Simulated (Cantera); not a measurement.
## Ammonia decomposition in nitride growth gas

An isothermal, constant-pressure homogeneous reactor starts with 83.3 % NH3, 16.7 % H2, at 2323 K and 100000 Pa.

Model: the gas-phase N/H chemistry of the illustrative SiF4/NH3 mechanism in the Surface Chemkin manual (1991), integrated in Cantera. Walls and surfaces, which speed up NH3 decomposition in real reactors, are not modelled.

```json
[
 {"t (s)": "0.000100", "x NH3": "0.773", "x H2": "0.207", "x N": "4.61e-6", "x N2": "0.0145", "x N2H2": "2.42e-5", "x N2H4": "8.90e-7", "x NH": "9.79e-5"},
 {"t (s)": "0.000528", "x NH3": "0.570", "x H2": "0.355", "x N": "6.10e-6", "x N2": "0.0703", "x N2H2": "1.50e-5", "x N2H4": "5.37e-7", "x NH": "9.77e-5"},
 {"t (s)": "0.00278", "x NH3": "0.162", "x H2": "0.653", "x N": "7.73e-6", "x N2": "0.182", "x N2H2": "3.04e-6", "x N2H4": "9.10e-8", "x NH": "7.09e-5"},
 {"t (s)": "0.0147", "x NH3": "0.000848", "x H2": "0.764", "x N": "4.02e-6", "x N2": "0.226", "x N2H2": "5.30e-9", "x N2H4": "4.88e-11", "x NH": "7.85e-6"},
 {"t (s)": "0.0775", "x NH3": "3.69e-5", "x H2": "0.764", "x N": "2.17e-7", "x N2": "0.226", "x N2H2": "1.51e-11", "x N2H4": "<1e-12", "x NH": "3.94e-7"},
 {"t (s)": "0.409", "x NH3": "6.90e-6", "x H2": "0.764", "x N": "4.05e-8", "x N2": "0.226", "x N2H2": "3.27e-12", "x N2H4": "<1e-12", "x NH": "7.37e-8"},
 {"t (s)": "2.16", "x NH3": "4.05e-6", "x H2": "0.764", "x N": "2.38e-8", "x N2": "0.226", "x N2H2": "2.99e-12", "x N2H4": "<1e-12", "x NH": "4.32e-8"},
 {"t (s)": "11.4", "x NH3": "4.04e-6", "x H2": "0.764", "x N": "2.37e-8", "x N2": "0.226", "x N2H2": "2.99e-12", "x N2H4": "<1e-12", "x NH": "4.31e-8"},
 {"t (s)": "60.0", "x NH3": "4.04e-6", "x H2": "0.764", "x N": "2.37e-8", "x N2": "0.226", "x N2H2": "2.99e-12", "x N2H4": "<1e-12", "x NH": "4.31e-8"}
]
```
x: mole fraction; the columns are a selection and need not sum to one.

Equilibrium at this temperature and pressure: NH3 4.04e-6, H2 0.764, N 2.37e-8, N2 0.226, N2H2 2.99e-12, N2H4 <1e-12, NH 4.31e-8 (gas phase only).
